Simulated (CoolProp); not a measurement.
Vapour pressure (kPa) of n-perfluorohexane: the reference equation beside estimates from Tc = 448.0 K, pc = 1742 kPa, ω = 0.497.

Model: reference Helmholtz-energy equation of state, Gao 2022, in CoolProp.

```tsv
T (K)	reference	van der Waals	Soave-Redlich-Kwong
249.8	2.064	97.77	2.090
254	2.738	108.2	2.763
258.1	3.567	119.2	3.590
262.2	4.599	130.9	4.618
266.4	5.906	143.6	5.918
270.5	7.467	156.9	7.470
274.6	9.357	170.9	9.350
278.8	11.69	186.2	11.67
282.9	14.40	202.0	14.37
287	17.62	218.6	17.57
291.1	21.40	236.1	21.33
```

Absolute difference from the reference over all 11 rows, mean and median: van der Waals 2315.9 and 2001.2 %, Soave-Redlich-Kwong 0.4 and 0.3 %.
